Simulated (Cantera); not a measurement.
Gas mixture: 100 % O2, at 3980 Torr, frozen composition.

Cantera's kinetic-theory transport with the Lennard-Jones parameters of GRI-Mech 3.0, ideal gas; thermal conductivity in the mixture-averaged form.

D: mixture-averaged diffusion coefficient of that species in the mixture.

```json
[
 {"T (K)": "400", "ρ (kg/m³)": "5.10", "cp (J/kg/K)": "941.4", "μ (µPa s)": "25.6", "λ (mW/m/K)": "33.9", "Pr": "0.713", "D (cm²/s) CH3": "0.0724", "D (cm²/s) NH3": "0.0737", "D (cm²/s) H2O": "0.0764"},
 {"T (K)": "600", "ρ (kg/m³)": "3.40", "cp (J/kg/K)": "1003", "μ (µPa s)": "34.1", "λ (mW/m/K)": "48.2", "Pr": "0.709", "D (cm²/s) CH3": "0.146", "D (cm²/s) NH3": "0.155", "D (cm²/s) H2O": "0.163"},
 {"T (K)": "800", "ρ (kg/m³)": "2.55", "cp (J/kg/K)": "1055", "μ (µPa s)": "41.4", "λ (mW/m/K)": "61.4", "Pr": "0.710", "D (cm²/s) CH3": "0.238", "D (cm²/s) NH3": "0.259", "D (cm²/s) H2O": "0.274"},
 {"T (K)": "1000", "ρ (kg/m³)": "2.04", "cp (J/kg/K)": "1090", "μ (µPa s)": "?", "λ (mW/m/K)": "?", "Pr": "0.710", "D (cm²/s) CH3": "?", "D (cm²/s) NH3": "?", "D (cm²/s) H2O": "?"},
 {"T (K)": "1200", "ρ (kg/m³)": "1.70", "cp (J/kg/K)": "1114", "μ (µPa s)": "54.0", "λ (mW/m/K)": "84.9", "Pr": "0.708", "D (cm²/s) CH3": "0.470", "D (cm²/s) NH3": "0.522", "D (cm²/s) H2O": "0.555"},
 {"T (K)": "1400", "ρ (kg/m³)": "1.46", "cp (J/kg/K)": "1134", "μ (µPa s)": "?", "λ (mW/m/K)": "?", "Pr": "0.707", "D (cm²/s) CH3": "?", "D (cm²/s) NH3": "?", "D (cm²/s) H2O": "?"}
]
```

Q: What belongs in the gaps?

A: 
- 1000, μ (µPa s): 47.9
- 1000, λ (mW/m/K): 73.6
- 1000, D (cm²/s) CH3: 0.346
- 1000, D (cm²/s) NH3: 0.382
- 1000, D (cm²/s) H2O: 0.405
- 1400, μ (µPa s): 59.7
- 1400, λ (mW/m/K): 95.7
- 1400, D (cm²/s) CH3: 0.607
- 1400, D (cm²/s) NH3: 0.678
- 1400, D (cm²/s) H2O: 0.723
